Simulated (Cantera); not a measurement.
A closed system holds: 1 mol SiH2Cl2, 2.1 mol HCl, 9 mol H2, at 925 K and 0.100 bar.

Method: chemical equilibrium by Gibbs-energy minimisation in Cantera with the NASA 1993 tables (ideal gas, pure condensed phases). Candidate condensed phases: Si; 19 gas species. The tables' values for SiCl3 are old estimates; treat these amounts as uncertain. Equilibrium is a limit: real reactors are often held back by kinetics, nucleation or transport.

Base state: H2 0.897, SiCl4 0.0708, HCl 0.0203, SiHCl3 0.0114, SiCl3 0.000233, SiH2Cl2 0.000179, SiCl2 3.03e-5 (mole fractions); condensed: gas only.

What changes in the equilibrium state with this change: HCl from 2.1 to 3.9 mol?


```csv
species,before,after
H2,0.897,0.790
HCl,0.0203,0.138
SiCl4,0.0708,0.0704
SiHCl3,0.0114,0.00146
SiH2Cl2,0.000179,2.98e-6
SiCl2,3.03e-5,5.73e-7
SiCl3,0.000233,3.19e-5
```

What changes in the equilibrium state with this change: H2 from 9 to 420 mol?


```json
[
 {"species": "H2", "before": "0.897", "after": "0.995"},
 {"species": "HCl", "before": "0.0203", "after": "0.00326"},
 {"species": "SiHCl3", "before": "0.0114", "after": "0.000929"},
 {"species": "SiCl4", "before": "0.0708", "after": "0.000838"},
 {"species": "SiCl3", "before": "0.000233", "after": "1.80e-5"},
 {"species": "SiCl2", "before": "3.03e-5", "after": "1.54e-5"},
 {"species": "Si(s), mol", "before": "0", "after": "0.194"}
]
```

What changes in the equilibrium state with this change: temperature from 925 K to 1200 K?


| species | before | after |
|---|---|---|
| H2 | 0.897 | 0.855 |
| HCl | 0.0203 | 0.0659 |
| SiCl4 | 0.0708 | 0.0432 |
| SiCl2 | 3.03e-5 | 0.0120 |
| SiHCl3 | 0.0114 | 0.0152 |
| SiCl3 | 0.000233 | 0.00768 |
| SiH2Cl2 | 0.000179 | 0.000705 |
| Si(s), mol | 0 | 0.0291 |
